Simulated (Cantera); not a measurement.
A closed system holds: 1 mol TEOS, 0.91 mol NO, 130 mol N₂, at 1.33 mbar.

Method: chemical equilibrium by Gibbs-energy minimisation in Cantera with the NASA 1993 tables (ideal gas, pure condensed phases). Candidate condensed phases: C, C₆H₆, C₇H₈, C₈H₁₈, H₂O, Si, SiC, SiO₂, Si₂N₂O, Si₃N₄; 151 gas species. The feed counts by its element totals alone. Rates play no part. All values below are at 1873 K.

Base state: N₂ 0.894, H₂ 0.0653, CO 0.0335, H 0.00452, HCN 0.00209, SiO 0.000227, Si 0.000220, HNC 9.27e-5 (mole fractions); condensed: C(graphite) + SiC(s).

Problem. What changes in the equilibrium state with this change: pressure from 1.33 mbar to 31.0 mbar?

Solution. 
```tsv
species	before	after
N₂	0.894	0.896
H₂	0.0653	0.0672
CO	0.0335	0.0335
H	0.00452	0.000950
SiO	0.000227	0.000228
Si	0.000220	9.44e-6
C₂H₂ (acetylene)	2.04e-5	2.10e-5
C(graphite), mol	1.86	1.83
SiC(s), mol	0.932	0.965
```
